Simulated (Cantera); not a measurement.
A Cantera script and its output.

```python
import numpy as np
import cantera as ct

gas = ct.Solution("gri30.yaml")
gas.TP = 300, 100000
flame = ct.CounterflowDiffusionFlame(gas, width=0.02)
flame.fuel_inlet.X, flame.fuel_inlet.T = {'CH4': 1, 'N2': 0.66}, 550
flame.oxidizer_inlet.X, flame.oxidizer_inlet.T = {'O2': 0.27, 'N2': 0.73}, 498
flame.set_refine_criteria(ratio=3, slope=0.12, curve=0.24, prune=0.03)
show = ['OH', 'H', 'NO', 'CO', 'C2H2']

rows = []
print(f"{'mdot':>8s}{'a_max':>10s}{'a_mean':>10s}{'Tmax/K':>9s}" + "".join(f"{s:>11s}" for s in show) + "   (peak mole fractions)")
for i, mdot in enumerate([0.25, 0.32, 0.42, 0.54, 0.69, 0.89, 1.2, 1.5, 1.9, 2.5]):  # kg/m2/s on the oxidiser side
    flame.oxidizer_inlet.mdot, flame.fuel_inlet.mdot = mdot, 0.66 * mdot
    flame.solve(loglevel=0, auto=(i == 0))
    if flame.T.max() < max(550, 498) + 100:
        print(f"{mdot:8.3g}  no burning solution found from the previous one")
        break
    dT = np.abs(np.gradient(flame.T, flame.grid))
    rows.append([flame.strain_rate("max"), flame.strain_rate("mean"), flame.T.max(),
                 *(flame.X[gas.species_index(s)].max() for s in show), max(dT[0], dT[-1]) / dT.max()])
    print(f"{mdot:8.3g}{rows[-1][0]:10.1f}{rows[-1][1]:10.1f}{rows[-1][2]:9.1f}" + "".join(f"{x:11.3e}" for x in rows[-1][3:-1]))
```

Result:

```
    mdot     a_max    a_mean   Tmax/K         OH          H         NO         CO       C2H2   (peak mole fractions)
    0.25     175.3      35.9   2278.8  1.198e-02  5.123e-03  4.842e-04  7.525e-02  1.560e-02
    0.32     217.9      46.0   2265.5  1.205e-02  5.317e-03  4.547e-04  7.420e-02  1.512e-02
    0.42     277.8      60.4   2254.0  1.214e-02  5.548e-03  4.267e-04  7.326e-02  1.467e-02
    0.54     347.9      77.6   2242.6  1.213e-02  5.735e-03  3.995e-04  7.228e-02  1.420e-02
    0.69     434.0      99.2   2231.7  1.209e-02  5.912e-03  3.732e-04  7.139e-02  1.376e-02
    0.89     547.3     127.9   2220.4  1.203e-02  6.091e-03  3.451e-04  7.047e-02  1.327e-02
     1.2     720.4     172.5   2207.2  1.193e-02  6.292e-03  3.112e-04  6.949e-02  1.266e-02
     1.5     885.4     215.6   2197.1  1.184e-02  6.438e-03  2.849e-04  6.888e-02  1.221e-02
     1.9    1102.2     273.1   2184.5  1.167e-02  6.563e-03  2.552e-04  6.829e-02  1.166e-02
     2.5    1421.9     359.3   2167.9  1.139e-02  6.662e-03  2.192e-04  6.770e-02  1.096e-02
```

Computed with Cantera and GRI-Mech 3.0 (53 species, 325 reactions). GRI-Mech 3.0 has no aromatics or soot, which form on the fuel side of real flames. The maximum strain rate includes the flame's own expansion and is several times the mean.
